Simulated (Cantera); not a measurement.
Charge: 1 mol MgSO₄, 0.32 mol H₂O, 0.62 mol CO₂, held at 825 K and 42000 Pa.

Cantera equilibrium calculation (NASA polynomials, part measured and part estimated; ideal gas, pure solids and liquids). Candidate condensed phases: C, C₆H₆, C₇H₈, C₈H₁₈, H₂O, H₂SO₄, Mg, MgCO₃, MgO, Mg(OH)₂, MgS, MgSO₄, S; 130 gas species. The numbers say what is thermodynamically allowed, not how fast it happens.

Base state: CO₂ 0.660, H₂O 0.340 (mole fractions); condensed: MgSO₄(s).

Task: What changes in the equilibrium state with this change: 0.00064 mol H₂S added?

Result: 
| species | before | after |
|---|---|---|
| CO₂ | 0.660 | 0.657 |
| H₂O | 0.340 | 0.340 |
| SO₂ | 9.73e-7 | 0.00271 |
| MgSO₄(s), mol | 1.000 | 0.998 |
| MgO(s), mol | 0 | 0.00192 |

Task: What changes in the equilibrium state with this change: temperature from 825 K to 1148.15 K?

Result: 
```tsv
species	before	after
CO₂	0.660	0.631
H₂O	0.340	0.326
SO₂	9.73e-7	0.0284
O₂	4.87e-7	0.0142
SO₃	9.68e-9	0.000875
MgSO₄(s), mol	1.000	0.971
MgO(s), mol	0	0.0288
```
Mutual solubility and eutectic melting of coexisting phases are not modelled.
